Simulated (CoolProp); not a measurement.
A single-stage vapour-compression cycle with isobutene: evaporating at 303.15 K (dew point), condensing at 333.15 K (bubble point), superheat 10 K, subcooling 2 K, compressor efficiency 0.85, no pressure losses. Each further row changes one setting.

Values from CoolProp's reference Helmholtz-energy equation of state, Lemmon 2005. It is a short technical equation, of lower accuracy than the large ones.

```json
[
 {"case": "as stated", "cooling COP": "7.57", "pressure ratio": "2.21", "discharge temperature (K)": "343.3", "refrigerating effect (kJ/kg)": "301", "volumetric capacity (kJ/m³)": "2510"},
 {"case": "evaporating temperature 308.15 K", "cooling COP": "9.43", "pressure ratio": "1.91", "discharge temperature (K)": "343.1", "refrigerating effect (kJ/kg)": "308", "volumetric capacity (kJ/m³)": "2950"},
 {"case": "condensing temperature 328.15 K", "cooling COP": "9.33", "pressure ratio": "1.95", "discharge temperature (K)": "338.5", "refrigerating effect (kJ/kg)": "314", "volumetric capacity (kJ/m³)": "2620"},
 {"case": "subcooling 7 K", "cooling COP": "7.89", "pressure ratio": "2.21", "discharge temperature (K)": "343.3", "refrigerating effect (kJ/kg)": "314", "volumetric capacity (kJ/m³)": "2620"},
 {"case": "superheat 20 K", "cooling COP": "7.68", "pressure ratio": "2.21", "discharge temperature (K)": "353.1", "refrigerating effect (kJ/kg)": "319", "volumetric capacity (kJ/m³)": "2560"},
 {"case": "compressor efficiency 0.75", "cooling COP": "6.68", "pressure ratio": "2.21", "discharge temperature (K)": "345.9", "refrigerating effect (kJ/kg)": "301", "volumetric capacity (kJ/m³)": "2510"}
]
```
